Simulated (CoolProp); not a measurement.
The fluid at 293.15 K and 0.107 MPa flows at 0.061 m/s in a round tube of 12.7 mm bore and 15 µm roughness, fully developed (64/Re and Nu = 3.66 if laminar; Colebrook and Gnielinski if turbulent). The same conditions are run with several fluids, on thermodynamics alone (safety and materials aside).

Computed with CoolProp (reference Helmholtz-energy equation of state of each fluid (oxygen: Schmidt 1985; R143a: Lemmon and Jacobsen 2000; CH2F2 (R32): Tillner-Roth 1997; R134a: Tillner-Roth 1994; R410A: Lemmon 2003)). Blends and air are pseudo-pure fits.

| fluid | Reynolds number | Darcy friction factor | pressure drop (Pa/m) | heat-transfer coefficient (W/(m² K)) | mass flow (kg/h) |
|---|---|---|---|---|---|
| oxygen | 53.7 | 1.19 | 0.245 | 7.48 | 0.0391 |
| R143a | 266 | 0.240 | 0.132 | 4.16 | 0.105 |
| CH2F2 (R32) | 137 | 0.469 | 0.159 | 3.82 | 0.0644 |
| R134a | 306 | 0.209 | 0.141 | 3.74 | 0.128 |
| R410A | 198 | 0.323 | 0.153 | 3.74 | 0.0900 |

Transport values come from each fluid's own correlations; those of R143a, CH2F2 (R32), R134a are estimates that may be off by 10 % or more.
